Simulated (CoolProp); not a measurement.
R1233zd(E) along the isotherm 68.45 °C: density (kg/m³) from the reference equation and from simpler models built on Tc = 165.7 °C, pc = 3.583 MPa, ω = 0.304; each cubic takes its own stable root.

Values from CoolProp's reference Helmholtz-energy equation of state, Akasaka 2022.

```tsv
p (MPa)	phase	reference	van der Waals	Redlich-Kwong	Soave-Redlich-Kwong	Peng-Robinson
0.00566	gas	0.2604	0.2603	0.2603	0.2604	0.2604
0.00882	gas	0.4061	0.4058	0.4059	0.4060	0.4060
0.0137	gas	0.6315	0.6308	0.6311	0.6313	0.6314
0.0214	gas	0.9881	0.9864	0.9873	0.9877	0.9880
0.0333	gas	1.542	1.538	1.540	1.541	1.542
0.0518	gas	2.409	2.399	2.404	2.407	2.408
0.0807	gas	3.779	3.754	3.767	3.773	3.777
0.126	gas	5.967	5.902	5.936	5.952	5.962
0.196	gas	9.450	9.285	9.369	9.411	(withheld)
0.305	gas	15.15	14.72	14.93	15.04	15.11
0.475	gas	24.88	23.63	24.23	(withheld)	24.72
0.739	liquid	(withheld)	38.79	963.5	1021	1158
1.15	liquid	1153	67.24	968.5	1024	1161
1.79	liquid	1156	685.7	976.0	1029	1166
```

Task: What belongs in the gaps?

Result: 
- 0.196, Peng-Robinson: 9.436
- 0.475, Soave-Redlich-Kwong: 24.54
- 0.739, reference: 1151

At some of these states van der Waals gives the other phase, because its saturation line lies elsewhere.
